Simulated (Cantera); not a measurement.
Cantera with NASA thermochemical tables; ideal gases at 1 bar, condensed phases pure. Values are per mole of reaction as written; species without (g) are pure solids or liquids, kept so even where they would boil at 1 bar.

6 HCl(g) + 2 B ⇌ 2 BCl3(g) + 3 H2(g), with ΔH° = -252.0 kJ and ΔS° = -160.6 J/K at 300 K.

**Question.** How far is the shortcut ΔG° ≈ ΔH°(300 K) − T·ΔS°(300 K) from the full temperature-dependent value at 1373, 1398, 1423, 1448, 1473, 1498, 1523 K?

**Answer.** 
```json
[
 {"T (K)": "1373", "shortcut (kJ)": "-31.5", "full (kJ)": "-48.5", "difference (kJ)": "17.0", "difference in log10 K": "-0.65"},
 {"T (K)": "1398", "shortcut (kJ)": "-27.5", "full (kJ)": "-45.0", "difference (kJ)": "17.5", "difference in log10 K": "-0.65"},
 {"T (K)": "1423", "shortcut (kJ)": "-23.5", "full (kJ)": "-41.6", "difference (kJ)": "18.1", "difference in log10 K": "-0.66"},
 {"T (K)": "1448", "shortcut (kJ)": "-19.5", "full (kJ)": "-38.1", "difference (kJ)": "18.7", "difference in log10 K": "-0.67"},
 {"T (K)": "1473", "shortcut (kJ)": "-15.5", "full (kJ)": "-34.7", "difference (kJ)": "19.2", "difference in log10 K": "-0.68"},
 {"T (K)": "1498", "shortcut (kJ)": "-11.5", "full (kJ)": "-31.2", "difference (kJ)": "19.8", "difference in log10 K": "-0.69"},
 {"T (K)": "1523", "shortcut (kJ)": "-7.4", "full (kJ)": "-27.8", "difference (kJ)": "20.4", "difference in log10 K": "-0.70"}
]
```
The shortcut ignores the heat-capacity change of the reaction.
